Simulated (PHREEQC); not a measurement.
0.1 mol of Gypsum (CaSO4:2H2O) is brought to equilibrium with 1 kg of water holding 0.078 mol/kgw KCl, with rising amounts of LiBr, at 25 °C. O2 is buffered at 0.21 atm. The system is closed to CO2. Only these solids could form: Gypsum, Sylvite.

Equilibrium calculation in PHREEQC: ion-association model, phreeqc.dat.

| LiBr added (mol) | dissolved Ca (mol/kgw) | dissolved S (mol/kgw) | LiSO4- (mol/kgw) |
|---|---|---|---|
| 0 | 0.0207 | 0.0207 | 0 |
| 0.0208 | 0.0216 | 0.0216 | 0.000412 |
| 0.0417 | 0.0225 | 0.0225 | 0.000818 |
| 0.0625 | 0.0234 | 0.0234 | 0.00121 |
| 0.0833 | 0.0241 | 0.0241 | 0.00160 |
| 0.104 | 0.0249 | 0.0249 | 0.00198 |
| 0.125 | 0.0255 | 0.0255 | 0.00236 |
| 0.146 | 0.0262 | 0.0262 | 0.00273 |
| 0.167 | 0.0268 | 0.0268 | 0.00309 |
| 0.188 | 0.0274 | 0.0274 | 0.00345 |
| 0.208 | 0.0280 | 0.0280 | 0.00379 |
| 0.229 | 0.0285 | 0.0285 | 0.00413 |
| 0.25 | 0.0291 | 0.0291 | 0.00447 |
